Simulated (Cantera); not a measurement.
An isothermal, constant-pressure homogeneous reactor starts with H2 : O2 = 0.037 : 1 (molar parts), at 1023 K and 0.00520 bar.

Cantera simulation using GRI-Mech 3.0 (53 species, 325 reactions); the numbers are that mechanism's predictions, not measurements. Radical loss at walls, strong at low pressure, is not modelled. The temperature is held fixed by assumption; the heat of reaction is taken as removed at once.

x: mole fraction; the columns are a selection and need not sum to one.

```csv
t (s),x H2,x O2,x H,x O,x HO2,x H2O
0.000700,0.0357,0.964,1.14e-10,1.25e-10,1.69e-10,7.18e-11
0.00337,0.0357,0.964,___,5.50e-9,8.43e-10,7.33e-9
0.0162,0.0296,0.960,___,0.00286,1.76e-6,0.00457
0.0778,0.000361,0.946,___,0.0156,1.86e-6,0.0331
0.374,8.79e-5,0.960,___,0.00372,1.20e-6,0.0357
1.80,5.78e-6,0.963,___,0.000251,3.12e-7,0.0362
8.65,3.23e-7,0.964,___,1.46e-5,3.89e-8,0.0363
41.6,2.87e-8,0.964,___,1.35e-6,4.70e-9,0.0363
200,3.88e-9,0.964,1.55e-10,1.85e-7,8.05e-10,0.0363
```

Task: What belongs in the gaps?

Result: 
- 0.00337, x H: 2.61e-9
- 0.0162, x H: 0.00166
- 0.0778, x H: 0.00383
- 0.374, x H: 0.000441
- 1.80, x H: 7.68e-6
- 8.65, x H: 1.08e-7
- 41.6, x H: 3.03e-9
